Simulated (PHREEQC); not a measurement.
0.5 mol of Ag2O (Ag2O) is brought to equilibrium with 1 kg of water holding 0.089 mol/kgw HCl, with rising amounts of LiNO3, at 25 °C. O2 is buffered at 0.21 atm. No CO2 enters from the air. Only these solids could form: Ag2O, Cerargyrite.

Base run: PHREEQC, ion-association model, wateq4f.dat. Each further column changes one thing. The table gives pH.

| LiNO3 added (mol) | base | temperature from 25 to 20 °C |
|---|---|---|
| 0 | 10.14 | 10.26 |
| 0.00208 | 10.14 | 10.26 |
| 0.00417 | 10.14 | 10.26 |
| 0.00833 | 10.14 | 10.26 |
| 0.0104 | 10.14 | 10.26 |
| 0.0125 | 10.14 | 10.26 |
| 0.0146 | 10.14 | 10.26 |
| 0.0167 | 10.14 | 10.26 |
| 0.0208 | 10.14 | 10.26 |
| 0.0229 | 10.14 | 10.26 |
| 0.025 | 10.14 | 10.26 |
